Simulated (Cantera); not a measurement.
**Equilibrium for thermal oxidation and active oxidation of silicon: Si + H2O + H2**

A closed system holds: 1 mol Si, 0.66 mol H2O, 87 mol H2, held at 1000 K and 75.0 Torr.

Method: chemical equilibrium by Gibbs-energy minimisation in Cantera with the NASA 1993 tables (ideal gas, pure condensed phases). Candidate condensed phases: H2O, Si, SiO2; 18 gas species. Kinetics and transport are ignored.

The x(H2) comes out as 1.00, the n(Si(s)) is 0.670 mol and the n(SiO2(β-quartz)) is 0.330 mol. The gas amount is 87.66 mol.
